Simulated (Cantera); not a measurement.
# Thermodynamics of boron, boron nitride and boron oxide, feed B₂O₃ + H₂ + N₂

Feed: 1 mol B₂O₃, 1.9 mol H₂, 5.2 mol N₂, equilibrated at 1850 K and 10000 Pa.

Method: chemical equilibrium by Gibbs-energy minimisation in Cantera with the NASA 1993 tables (ideal gas, pure condensed phases). Candidate condensed phases: B, BN, B₂O₃, B₃O₃H₃, H₂O; 39 gas species. The numbers say what is thermodynamically allowed, not how fast it happens.

* **x(N₂)**: 0.660
* **x(H₂)**: 0.215
* **x(B₂O₃)**: 0.0673
* **x(HBO₂)**: 0.0298
* **x(HBO)**: 0.0190
* **x(B₂O₂)**: 0.00585
* **x(BO)**: 0.00118
* **x(H₂O)**: 0.00106
* **x(H)**: 0.000790
* **n(B₂O₃(l))**: 0.226 mol
* **gas amount**: 7.882 mol
* **log10 activity of B(s) (absent)**: -2.29
* **log10 activity of B₃O₃H₃(s) (absent)**: -10.92
